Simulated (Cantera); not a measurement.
Input: 1 mol HMDSO, 0.11 mol CO₂, 37 mol N₂, held at 1225 K and 46000 Pa.

Method: chemical equilibrium by Gibbs-energy minimisation in Cantera with the NASA 1993 tables (ideal gas, pure condensed phases). Candidate condensed phases: C, C₆H₆, C₇H₈, C₈H₁₈, H₂O, Si, SiC, SiO₂, Si₂N₂O, Si₃N₄; 151 gas species. The feed counts by its element totals alone. N₂ is the only nitrogen source here; it is nearly inert below about 1500 K, so the nitride shown seldom forms there in practice. The numbers say what is thermodynamically allowed, not how fast it happens.

Base state: N₂ 0.796, H₂ 0.199, CO 0.00486, CH₄ 0.000238, HCN 3.89e-5 (mole fractions); condensed: C(graphite) + Si₂N₂O(s).

What changes in the equilibrium state with this change: temperature from 1225 K to 1848.15 K?


| species | before | after |
|---|---|---|
| N₂ | 0.796 | 0.782 |
| H₂ | 0.199 | 0.189 |
| CO | 0.00486 | 0.0257 |
| SiO | <1e-9 | 0.000163 |
| H | 2.05e-7 | 0.000340 |
| C₂H₂ (acetylene) | 3.22e-8 | 4.87e-5 |
| HNC | 2.20e-7 | 0.000125 |
| HCN | 3.89e-5 | 0.00296 |
| CH₄ | 0.000238 | 1.08e-5 |
| C(graphite), mol | 5.88 | 2.75 |
| Si₂N₂O(s), mol | 1.00 | 0 |
| SiC(s), mol | 0 | 1.99 |

What changes in the equilibrium state with this change: CO₂ from 0.11 to 0.25 mol?


```csv
species,before,after
N₂,0.796,0.791
H₂,0.199,0.197
CO,0.00486,0.0110
H₂O,8.72e-6,1.96e-5
CH₄,0.000238,0.000235
HCN,3.89e-5,3.86e-5
"C(graphite), mol",5.88,5.74
"Si₂N₂O(s), mol",1.00,1.00
```

What changes in the equilibrium state with this change: N₂ from 37 to 1.3 mol?


```json
[
 {"species": "H₂", "before": "0.199", "after": "0.948"},
 {"species": "N₂", "before": "0.796", "after": "0.0362"},
 {"species": "CO", "before": "0.00486", "after": "0.0105"},
 {"species": "CH₄", "before": "0.000238", "after": "0.00543"},
 {"species": "H₂O", "before": "8.72e-6", "after": "9.04e-5"},
 {"species": "C(graphite), mol", "before": "5.88", "after": "5.96"},
 {"species": "Si₂N₂O(s), mol", "before": "1.00", "after": "0.960"},
 {"species": "SiO₂(β-quartz), mol", "before": "0", "after": "0.0801"}
]
```
Mutual solubility and eutectic melting of coexisting phases are not modelled. The tables hold silica as quartz up to 1696 K and as liquid above; real silica turns to tridymite and cristobalite and melts near 1996 K.
